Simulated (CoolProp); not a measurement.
Aqueous magnesium chloride as a coolant, at 15 °C, 1 atm.

Computed with CoolProp (Melinder's fits for secondary coolants).

| mass % | freezing point (°C) | viscosity (mPa s) | density (kg/m³) | cp (kJ/(kg K)) | Prandtl number |
|---|---|---|---|---|---|
| 2.7 | -1.6 | 1.31 | 1022 | 4.024 | ___ |
| 4.7 | -2.8 | 1.37 | 1039 | 3.906 | 9.21 |
| 6.7 | -4.4 | ___ | 1056 | 3.789 | 9.57 |
| 8.7 | ___ | 1.60 | 1074 | 3.674 | 10.3 |
| 10.7 | -9.3 | ___ | 1091 | 3.561 | ___ |
| 12.6 | -12.4 | ___ | 1108 | 3.458 | 12.5 |
| 14.6 | -16.0 | 2.25 | 1126 | 3.354 | ___ |
| 16.6 | -20.1 | 2.45 | 1145 | 3.254 | 14.5 |
| 18.6 | -24.9 | 2.70 | 1163 | 3.160 | 15.7 |
| 20.5 | -30.2 | 3.20 | 1182 | 3.074 | 18.3 |
| 22.5 | -37.4 | 4.69 | 1203 | 2.984 | 26.3 |
| 24.5 | -47.2 | 10.3 | 1226 | 2.892 | 57.3 |

Task: What belongs in the gaps?

Result: 
- 2.7, Prandtl number: 9.03
- 6.7, viscosity (mPa s): 1.45
- 8.7, freezing point (°C): -6.6
- 10.7, viscosity (mPa s): 1.80
- 10.7, Prandtl number: 11.3
- 12.6, viscosity (mPa s): 2.02
- 14.6, Prandtl number: 13.6
